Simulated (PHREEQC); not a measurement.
Make-up at 80 °C: 0.0058 mol MgCl2, 7.4e-05 mol CO2 and 2.6e-07 mol H4SiO4 per kg of water. Closed to the air; pH follows from the charge balance.

Equilibrium calculation in PHREEQC: Pitzer model, pitzer.dat.

Each row changes one thing in this solution. No solid was allowed to form.

```csv
case,pH,ionic strength (mol/kgw),CO2 (mol/kgw),HCO3- (mol/kgw),CO3-2 (mol/kgw),SI of SiO2(a) (SiO2)
as made,5.24,0.0174,6.75e-5,6.51e-6,1.40e-10,-4.31
MgCl2 from 0.0058 to 0.029 mol/kgw,5.23,0.0870,6.66e-5,7.37e-6,2.79e-10,-4.30
diluted 2-fold with water,…,0.00870,3.27e-5,…,1.15e-10,-4.61
MgCl2 replaced by CaCl2 at the same molality,5.25,0.0174,6.76e-5,6.45e-6,1.43e-10,-4.31
0.0018 mol/kgw NaOH added,9.46,0.0175,2.02e-8,3.16e-5,1.11e-5,-4.78
H4SiO4 from 2.6e-07 to 3.9e-07 mol/kgw,5.24,0.0174,6.75e-5,6.51e-6,1.40e-10,-4.13
diluted 10-fold with water,5.76,…,5.75e-6,1.65e-6,8.20e-11,-5.31
MgCl2 from 0.0058 to 0.0087 mol/kgw,5.24,0.0261,6.73e-5,6.68e-6,1.60e-10,-4.31
temperature from 80 to 25 °C,5.25,0.0174,6.76e-5,6.36e-6,8.28e-11,-3.92
```

**Question.** Complete the blanks.

**Answer.** 
- diluted 2-fold with water, pH: 5.40
- diluted 2-fold with water, HCO3- (mol/kgw): 4.33e-6
- diluted 10-fold with water, ionic strength (mol/kgw): 0.00174

Some of these states are supersaturated (in Magnesite (slow to form), for instance). Constants without temperature data keep their 25 °C values here.
